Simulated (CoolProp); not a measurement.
Octamethylcyclotetrasiloxane (D4) along the isobar 1.01 bar: Z from the reference equation and from simpler models built on Tc = 313.4 °C, pc = 13.47 bar, ω = 0.598; each cubic takes its own stable root.

Values from CoolProp's reference Helmholtz-energy equation of state, Thol 2015.

```
T (°C)  phase  reference
------  -----  ---------
215.55    gas     0.9453
222.85    gas     0.9484
230.15    gas     0.9512
237.45    gas     0.9539
244.75    gas     0.9564
251.95    gas     0.9587
259.25    gas     0.9608
266.55    gas     0.9628
273.85    gas     0.9647
281.15    gas     0.9665
288.45    gas     0.9682
295.65    gas     0.9697
302.95    gas     0.9712
310.25    gas     0.9726
317.55    gas     0.9739
```

Task: How far does each simpler model (Pitzer virial, van der Waals, Redlich-Kwong, Soave-Redlich-Kwong, Peng-Robinson) lie from the reference over these 15 states: mean and median of the absolute difference, and the worst?

Result: 
- Pitzer virial: mean 0.1 %, median 0.0 %, worst -0.1 % at 215.55 °C and 1.01 bar
- van der Waals: mean 1.1 %, median 1.0 %, worst +2.0 % at 215.55 °C and 1.01 bar
- Redlich-Kwong: mean 0.5 %, median 0.4 %, worst +1.1 % at 215.55 °C and 1.01 bar
- Soave-Redlich-Kwong: mean 0.1 %, median 0.1 %, worst +0.3 % at 215.55 °C and 1.01 bar
- Peng-Robinson: mean 0.2 %, median 0.2 %, worst -0.2 % at 288.45 °C and 1.01 bar
